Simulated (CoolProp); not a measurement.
Vapour-liquid equilibrium of R22 (1) + R114 (2) at 642 kPa; x and y are mole fractions of (1).

Model: multi-fluid Helmholtz-energy mixture model, Kamei 1995 and Platzer 1990; pair parameters Bell 2016, in CoolProp. This equation is an older, rougher fit; its heat capacities, sound speeds and derivatives of the liquid may be far off and weren't checked against measurements.

| x | bubble temperature (K) | y at the bubble point | dew temperature at overall composition x (K) | liquid density (mol/L) |
|---|---|---|---|---|
| 0.05 | 329.0 | 0.200 | 335.3 | 8.051 |
| 0.15 | 316.8 | 0.454 | 331.2 | 8.608 |
| 0.25 | 308.6 | 0.599 | 326.8 | 9.135 |
| 0.35 | 302.7 | 0.693 | 322.1 | 9.666 |
| 0.45 | 298.1 | 0.762 | 317.0 | 10.22 |
| 0.55 | 294.2 | 0.817 | 311.5 | 10.83 |
| 0.65 | 290.9 | 0.863 | 305.5 | 11.49 |
| 0.75 | 287.9 | 0.906 | 298.9 | 12.23 |
| 0.85 | 285.1 | 0.945 | 291.9 | 13.05 |
| 0.95 | 282.5 | 0.982 | 284.7 | 13.99 |

No azeotrope shows between x = 0.05 and 0.95.

Pair parameters are fitted to limited data, so mixtures are less certain than the pure fluids.
